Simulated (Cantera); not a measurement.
A freely propagating, adiabatic, planar premixed flame of H2 : O2 : N2 : H2O = 1 : 0.562 : 2.11 : 0.19 (molar parts), equivalence ratio 0.89, unburnt at 450 K and 0.320 bar; mixture-averaged transport, grid criteria slope 0.08 and curve 0.16, no radiation.

Detailed kinetics in Cantera: the H2/O2 subset of GRI-Mech 3.0, which has no nitrogen chemistry. Burning velocities carry a grid error of a few per cent, more on coarse grids.

Question: Predict: laminar burning velocity; thermal thickness; peak x(OH); peak x(HO2); peak x(H2O2).

Answer: 
- laminar burning velocity: 348 cm/s
- thermal thickness: 1.75 mm
- peak x(OH): 0.0148
- peak x(HO2): 0.000220
- peak x(H2O2): 2.59e-5
